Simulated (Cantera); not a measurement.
Input (Python, Cantera) and output of one run.

```python
import numpy as np
import cantera as ct

gas_names = """
    C CH CH2 CH3 CH2OH CH3O CH4 CH3OH CO CO2 COOH C2 C2H CHCO,ketyl C2H2,acetylene C2H2,vinylidene
    CH2CO,ketene C2H3,vinyl CH3CO,acetyl C2H4 C2H4O,ethylen CH3CHO,ethanal CH3COOH (HCOOH)2 C2H5 C2H6
    CH3OCH3 C2H5OH C2O C3 C3H3,propargyl C3H4,allene C3H4,propyne C3H4,cyclo- C3H5,allyl C3H6,propylene
    C3H6,cyclo- C3H6O C3H7,n-propyl C3H7,i-propyl C3H8 C3H8O,1propanol C3H8O,2propanol C3O2 C4 C4H2
    C4H4,1,3-cyclo- C4H6,butadiene C4H6,2-butyne C4H6,cyclo- C4H8,1-butene C4H8,cis2-buten
    C4H8,tr2-butene C4H8,isobutene C4H8,cyclo- (CH3COOH)2 C4H9,n-butyl C4H9,i-butyl C4H9,s-butyl
    C4H9,t-butyl C4H10,isobutane C4H10,n-butane C5 C5H6,1,3cyclo- C5H8,cyclo- C5H10,1-pentene
    C5H10,cyclo- C5H11,pentyl C5H11,t-pentyl C5H12,n-pentane C5H12,i-pentane CH3C(CH3)2CH3 C6H2
    C6H5,phenyl C6H5O,phenoxy C6H6 C6H5OH,phenol C6H10,cyclo- C6H12,1-hexene C6H12,cyclo- C6H13,n-hexyl
    C7H7,benzyl C7H8 C7H8O,cresol C7H14,1-heptene C7H15,n-heptyl C7H16,n-heptane C8H8,styrene
    C8H10,ethylbenz C8H16,1-octene C8H17,n-octyl C8H18,isooctane C8H18,n-octane C9H19,n-nonyl
    C10H8,naphthale C10H21,n-decyl C12H9,o-bipheny C12H10,bipheny H HCO HO2 H2 HCHO,formaldehy HCOOH H2O
    H2O2 O OH O2 O3 Pb PbO Pb2
""".split()
cond_names = """
    C(gr) C6H6(L) C7H8(L) C8H18(L),n-octa H2O(s) H2O(L) Pb(cr) Pb(L) PbO(rd) PbO(yw) PbO(L) PbO2(s)
    Pb3O4(s)
""".split()


def load(file, names, dense=False):
    # The tables refer to 1 bar. Condensed volumes are neglected.
    table = {s.name: s for s in ct.Species.list_from_file(file)}
    out = []
    for n in names:
        d = dict(table[n].input_data)
        d["thermo"] = dict(d["thermo"], **{"reference-pressure": 1e5})
        if dense:
            d["equation-of-state"] = {"model": "constant-volume", "density": "1e6 g/cm^3"}
        out.append(ct.Species.from_dict(d))
    return out


gas = ct.Solution(thermo="ideal-gas", species=load("nasa_gas.yaml", gas_names))
cond = {s.name: ct.Solution(thermo="fixed-stoichiometry", species=[s], name=s.name)
        for s in load("nasa_condensed.yaml", cond_names, dense=True)}
atoms = {
    'Pb': {'Pb': 1},
    'O2': {'O': 2},
    'H2': {'H': 2},
    'CO': {'C': 1, 'O': 1},
}
top_T = {'C(gr)': 4500, 'Pb3O4(s)': 820}  # K; cautious upper limits of use, not melting points


def equilibrate(T, P, feed):
    n = {}
    for name, mol in feed.items():
        for a, k in atoms[name].items():
            n[a] = n.get(a, 0.0) + k * mol
    gas.TPX = T, P, n
    mass = sum(n.values()) * gas.mean_molecular_weight
    gas.equilibrate("TP")
    valid = [c for c in cond.values() if c.min_temp <= T <= top_T.get(c.name, c.max_temp)]
    mix = ct.Mixture([(gas, mass / gas.mean_molecular_weight)] + [(c, 0.0) for c in valid])
    mix.T, mix.P = T, P
    mix.equilibrate("TP", solver="vcs", rtol=1e-11, max_steps=5000)
    return mix


results = []
feed = {'Pb': 1, 'O2': 0.3, 'H2': 0.13, 'CO': 0.059}  # mol
P = 2100  # Pa
for T in [1248, 1273, 1298, 1323, 1348, 1373, 1398, 1423, 1448, 1473, 1498, 1523]:
    mix = equilibrate(T, P, feed)
    results.append((T, P, feed, dict(zip(mix.species_names, mix.species_moles))))

top = {s: max(r[3][s] / sum(r[3][g] for g in gas_names) for r in results) for s in gas_names}
cols = sorted((s for s in top if top[s] > 1e-06), key=lambda s: -top[s])[:7]
seen = [c for c in cond_names if any(r[3].get(c, 0) > 1e-12 for r in results)]
print("log10 of partial pressures in bar; condensed amounts in mol")
print(f"{'T/K':>10s}" + "".join(f"{s[:9]:>10s}" for s in cols + seen))
for T, P, feed, n in results:
    ng = sum(n[g] for g in gas_names)
    print(f"{T:10.4g}" + "".join(f"{np.log10(max(n[s] / ng * P / 1e5, 1e-99)):10.3f}" for s in cols)
          + "".join(f"{n.get(c, 0):10.4g}" for c in seen))
```

It prints:

```
log10 of partial pressures in bar; condensed amounts in mol
       T/K       H2O        Pb       PbO       CO2        O2        H2        CO     Pb(L)    PbO(L)
      1248    -1.872    -2.886    -3.755    -2.215    -8.125    -5.289    -5.440    0.5763    0.4094
      1273    -1.887    -2.736    -3.553    -2.230    -7.815    -5.253    -5.378    0.5705    0.4083
      1298    -1.907    -2.592    -3.361    -2.251    -7.517    -5.226    -5.325     0.562    0.4065
      1323    -1.937    -2.454    -3.176    -2.280    -7.232    -5.208    -5.283    0.5493    0.4036
      1348    -1.980    -2.321    -2.998    -2.324    -6.958    -5.206    -5.258    0.5295    0.3987
      1373    -2.046    -2.193    -2.827    -2.389    -6.694    -5.227    -5.256    0.4962    0.3897
      1398    -2.150    -2.069    -2.663    -2.493    -6.441    -5.288    -5.296    0.4324    0.3713
      1423    -2.339    -1.951    -2.505    -2.683    -6.197    -5.435    -5.423    0.2708    0.3225
      1448    -2.558    -1.902    -2.353    -2.902    -5.830    -5.679    -5.648         0    0.2027
      1473    -2.608    -1.951    -2.207    -2.951    -5.283    -5.849    -5.799         0   0.08331
      1498    -2.640    -1.982    -2.141    -2.983    -4.940    -5.905    -5.836         0         0
      1523    -2.640    -1.982    -2.141    -2.983    -4.796    -5.833    -5.748         0         0
```

Equilibrium computed with Cantera from the NASA thermochemical tables; the gas is ideal and each condensed phase is pure. Each liquid is taken as pure. Mutual solubility and eutectic melting of coexisting phases are not modelled. Gases not in the tables: (PbO)n polymers.
